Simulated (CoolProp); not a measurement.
Properties of ethylbenzene along the isotherm 620 K.

Computed with CoolProp (reference Helmholtz-energy equation of state, Zhou 2012).

| p (bar) | phase | cv (kJ/(kg K)) | Joule-Thomson coefficient (K/MPa) |
|---|---|---|---|
| 6.47 | gas | 2.217 | … |
| 12.9 | gas | 2.239 | 8.484 |
| 19.4 | gas | 2.267 | 9.877 |
| 25.9 | gas | 2.307 | 12.16 |
| 32.3 | gas | 2.369 | 16.63 |
| 38.8 | supercritical | 2.420 | 9.531 |
| 45.3 | supercritical | … | 3.409 |
| 51.7 | supercritical | 2.343 | 2.186 |
| 58.2 | supercritical | 2.333 | 1.602 |
| 64.7 | supercritical | 2.326 | 1.254 |
| 71.2 | supercritical | 2.320 | 1.020 |
| 77.6 | supercritical | … | 0.8522 |
| 84.1 | supercritical | 2.313 | 0.7218 |
| 90.6 | supercritical | 2.310 | 0.6185 |

Problem. Fill in the missing entries.

Solution. 
- 6.47, Joule-Thomson coefficient (K/MPa): 7.547
- 45.3, cv (kJ/(kg K)): 2.360
- 77.6, cv (kJ/(kg K)): 2.316
